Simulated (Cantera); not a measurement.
An isothermal, constant-pressure homogeneous reactor starts with H2 : O2 : N2 = 0.01 : 1 : 0.97 (molar parts), equivalence ratio 0.0050, at 1175 K and 0.00730 bar. Integrator tolerance rtol = 1e-08.

Detailed kinetics in Cantera: GRI-Mech 3.0 (53 species, 325 reactions). Radical loss at walls, strong at low pressure, is not modelled.

Problem. What does this change do: pressure from 0.00730 bar to 0.0133 bar?

Solution. 
| quantity | before | after |
|---|---|---|
| x(H2) at 30.0 s | 8.70e-8 (gas-phase equilibrium 6.28e-10) | 1.28e-8 (gas-phase equilibrium 4.65e-10) |
| x(O2) at 30.0 s | 0.504 (gas-phase equilibrium 0.504) | 0.504 (gas-phase equilibrium 0.504) |
| x(H2O) at 30.0 s | 0.00505 (gas-phase equilibrium 0.00506) | 0.00506 (gas-phase equilibrium 0.00506) |
| x(NO) at 30.0 s | 3.00e-8 (gas-phase equilibrium 0.000198) | 2.92e-8 (gas-phase equilibrium 0.000198) |
| x(O) at 30.0 s | 1.67e-5 (gas-phase equilibrium 1.22e-7) | 2.46e-6 (gas-phase equilibrium 9.03e-8) |
| x(OH) at 30.0 s | 2.38e-5 (gas-phase equilibrium 2.03e-6) | 9.12e-6 (gas-phase equilibrium 1.75e-6) |

Problem. What does this change do: temperature 1175 to 1425 K?

Solution. 
| quantity | before | after |
|---|---|---|
| x(H2) at 30.0 s | 8.70e-8 (gas-phase equilibrium 6.28e-10) | 6.18e-7 (gas-phase equilibrium 5.52e-8) |
| x(O2) at 30.0 s | 0.504 (gas-phase equilibrium 0.504) | 0.504 (gas-phase equilibrium 0.503) |
| x(H2O) at 30.0 s | 0.00505 (gas-phase equilibrium 0.00506) | 0.00500 (gas-phase equilibrium 0.00504) |
| x(NO) at 30.0 s | 3.00e-8 (gas-phase equilibrium 0.000198) | 6.60e-7 (gas-phase equilibrium 0.00102) |
| x(O) at 30.0 s | 1.67e-5 (gas-phase equilibrium 1.22e-7) | 0.000131 (gas-phase equilibrium 1.16e-5) |
| x(OH) at 30.0 s | 2.38e-5 (gas-phase equilibrium 2.03e-6) | 0.000126 (gas-phase equilibrium 3.77e-5) |
